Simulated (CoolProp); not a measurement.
A simple Rankine cycle with water: condensing at 326.15 K, boiler at 0.705 MPa, turbine inlet 440.4 K, turbine efficiency 0.65, pump efficiency 0.6, no recuperator. Each further row changes one setting.

Computed with CoolProp (reference Helmholtz-energy equation of state, Wagner 2002).

```json
[
 {"case": "as stated", "thermal efficiency (%)": "15.2", "net work (kJ/kg)": "387", "heat in (kJ/kg)": "2550", "turbine exit temperature (K)": "326.1", "volume ratio over the turbine": "34.9"},
 {"case": "turbine inlet 460.4 K", "thermal efficiency (%)": "15.3", "net work (kJ/kg)": "396", "heat in (kJ/kg)": "2590", "turbine exit temperature (K)": "326.1", "volume ratio over the turbine": "33.6"},
 {"case": "condensing temperature 318.15 K", "thermal efficiency (%)": "16.2", "net work (kJ/kg)": "419", "heat in (kJ/kg)": "2580", "turbine exit temperature (K)": "318.1", "volume ratio over the turbine": "50.5"},
 {"case": "boiler pressure 0.493 MPa", "thermal efficiency (%)": "13.9", "net work (kJ/kg)": "357", "heat in (kJ/kg)": "2560", "turbine exit temperature (K)": "326.1", "volume ratio over the turbine": "24.5"},
 {"case": "turbine efficiency 0.55", "thermal efficiency (%)": "12.9", "net work (kJ/kg)": "328", "heat in (kJ/kg)": "2550", "turbine exit temperature (K)": "326.1", "volume ratio over the turbine": "35.9"}
]
```

The expansion ends wet for: as stated; turbine inlet 460.4 K; condensing temperature 318.15 K; boiler pressure 0.493 MPa; turbine efficiency 0.55.
